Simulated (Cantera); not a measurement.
**Carbon deposition, reforming and gasification: toluene + H2 + N2**

Charge: 1 mol toluene, 0.61 mol H2, 3.7 mol N2, equilibrated at 75000 Pa.

Cantera equilibrium calculation (NASA polynomials, part measured and part estimated; ideal gas, pure solids and liquids). Candidate condensed phases: C, C6H6, C7H8, C8H18; 92 gas species. Kinetics and transport are ignored.

```tsv
T (K)	x H2	x N2	x HCN	x H	x C2H2 (acetylene)	x HNC	n C(graphite)
1548	0.554	0.445	0.000728	2.65e-5	8.69e-6	1.43e-5	6.99
1648	0.554	0.445	0.00135	7.65e-5	2.48e-5	3.54e-5	6.99
1748	0.553	0.444	0.00234	0.000196	6.24e-5	7.88e-5	6.98
1848	0.552	0.443	0.00381	0.000455	0.000142	0.000161	6.96
1948	0.550	0.442	0.00589	0.000968	0.000297	0.000304	6.94
2048	0.548	0.440	0.00871	0.00191	0.000574	0.000539	6.91
2148	0.544	0.438	0.0124	0.00355	0.00104	0.000903	6.87
2248	0.539	0.435	0.0170	0.00623	0.00178	0.00144	6.82
2348	0.531	0.431	0.0226	0.0104	0.00290	0.00219	6.74
2448	0.521	0.425	0.0292	0.0166	0.00451	0.00322	6.65
2548	0.507	0.419	0.0367	0.0254	0.00669	0.00454	6.54
2648	0.490	0.411	0.0451	0.0376	0.00955	0.00619	6.40
2748	0.468	0.402	0.0539	0.0537	0.0131	0.00818	6.23
```
x: gas mole fraction; n: condensed amount in mol.

From 1548 K to 2748 K the condensed part is C(graphite). The main C-bearing gas is HCN throughout. The share of C in condensed phases is highest at 1548 K (99.9 %) and lowest at 2748 K (89.0 %).
